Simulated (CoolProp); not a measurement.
Vapour-liquid equilibrium of ethane (1) + C2F6 (R116) (2) at 238 K; x and y are mole fractions of (1).

The numbers come from the multi-fluid Helmholtz-energy mixture model, Bücker 2006 and Lemmon 2006; pair parameters Bell 2016 in CoolProp.

| x | bubble pressure, mixture model (MPa) | bubble pressure, Raoult's law (MPa) | y, mixture model | y, Raoult's law |
|---|---|---|---|---|
| 0.05 | ? | 0.6545 | 0.126 | 0.069 |
| 0.2 | 0.8970 | 0.6946 | 0.376 | 0.262 |
| 0.35 | 1.019 | 0.7346 | ? | 0.433 |
| 0.5 | 1.081 | 0.7747 | 0.598 | 0.586 |
| 0.65 | 1.102 | 0.8148 | 0.662 | 0.725 |
| 0.8 | ? | 0.8549 | 0.737 | 0.850 |
| 0.95 | 0.9859 | 0.8950 | 0.893 | 0.964 |

Question: Complete the blanks.

Answer: 
- 0.05, bubble pressure, mixture model (MPa): 0.7120
- 0.35, y, mixture model: 0.514
- 0.8, bubble pressure, mixture model (MPa): 1.086

The largest gap from Raoult's law is +39.5 % in bubble pressure, at x = 0.5. y crosses x between x = 0.65 and 0.8: the model has an azeotrope there.

The pair parameters rest on a limited set of measurements; away from them the model extrapolates.
